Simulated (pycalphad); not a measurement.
Computed with pycalphad from the COST 507 light-alloy database (1999), at 1 atm. The data set is of 1999 and partly superseded. Phase fractions are per mole of atoms.

**Question.** Give the equilibrium state of Ti-37.26Si (wt.%) at 2075 K.

**Answer.** 
```
T = 2075.00 K, P = 101325 Pa, N = 1 mol of atoms
G = -184211 J/mol, H = 4797 J/mol, S = 91.09 J/(mol K)  (SER reference)
chemical potentials (J/mol): Ti -217598, Si -151222
phase             fraction      x(Ti)      x(Si)
LIQUID              0.5902     0.4563     0.5437
SI4TI5              0.4098     0.5556     0.4444
```

**Question.** Give the equilibrium state of Ti-37.26Si (wt.%) at 1475 K.

**Answer.** 
```
T = 1475.00 K, P = 101325 Pa, N = 1 mol of atoms
G = -138918 J/mol, H = -43552 J/mol, S = 64.66 J/(mol K)  (SER reference)
chemical potentials (J/mol): Ti -198506, Si -80041
phase             fraction      x(Ti)      x(Si)
SITI                0.9820     0.5000     0.5000
SI2TI               0.0180     0.3333     0.6667
```

Database names, with the compositions (at.%) that they take in these runs: SI4TI5: Ti 56 Si 44; SITI: Ti 50 Si 50; SI2TI: Si 67 Ti 33.
